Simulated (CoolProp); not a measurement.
A closed Brayton cycle with carbon dioxide: compressor inlet 328.15 K and 8.5 MPa, high pressure 15.8 MPa, turbine inlet 910 K, compressor efficiency 0.85, turbine efficiency 0.93, recuperator effectiveness 0 (on enthalpy, no pinch check). Each further row changes one setting.

Values from CoolProp's reference Helmholtz-energy equation of state, Span 1996.

```tsv
case	thermal efficiency (%)	net work (kJ/kg)	compressor to turbine work	compressor exit (K)	turbine exit (K)
as stated	9.8	66.0	0.31	379.9	827.6
turbine inlet 860 K	9.8	60.3	0.33	379.9	(withheld)
compressor inlet 338.15 K	9.5	62.1	0.35	(withheld)	827.6
high pressure 13.4 MPa	7.3	50.0	(withheld)	(withheld)	849.1
recuperator effectiveness 0.5	15.9	66.0	0.31	379.9	827.6
```

Fill in the missing entries.


- turbine inlet 860 K, turbine exit (K): 780.6
- compressor inlet 338.15 K, compressor exit (K): 393.3
- high pressure 13.4 MPa, compressor to turbine work: 0.30
- high pressure 13.4 MPa, compressor exit (K): 365.9
